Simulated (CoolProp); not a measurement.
A simple Rankine cycle with fluoroethane (R161): condensing at 322.15 K, boiler at 4.04 MPa, turbine inlet 368.9 K, turbine efficiency 0.75, pump efficiency 0.7, no recuperator. Each further row changes one setting.

Model: reference Helmholtz-energy equation of state, Wu 2012, in CoolProp.

```csv
case,thermal efficiency (%),net work (kJ/kg),heat in (kJ/kg),turbine exit temperature (K),volume ratio over the turbine
as stated,6.5,___,297,322.1,2.64
turbine inlet 388.9 K,___,25.3,___,342.4,2.48
condensing temperature 314.15 K,7.7,___,317,314.2,3.23
boiler pressure 2.83 MPa,4.6,15.8,347,342.7,1.69
turbine efficiency 0.65,5.4,___,297,322.1,2.67
```

**Question.** What belongs in the gaps?

**Answer.** 
- as stated, net work (kJ/kg): 19.3
- turbine inlet 388.9 K, thermal efficiency (%): 7.1
- turbine inlet 388.9 K, heat in (kJ/kg): 356
- condensing temperature 314.15 K, net work (kJ/kg): 24.3
- turbine efficiency 0.65, net work (kJ/kg): 16.0

The expansion ends wet for: as stated; condensing temperature 314.15 K; turbine efficiency 0.65.
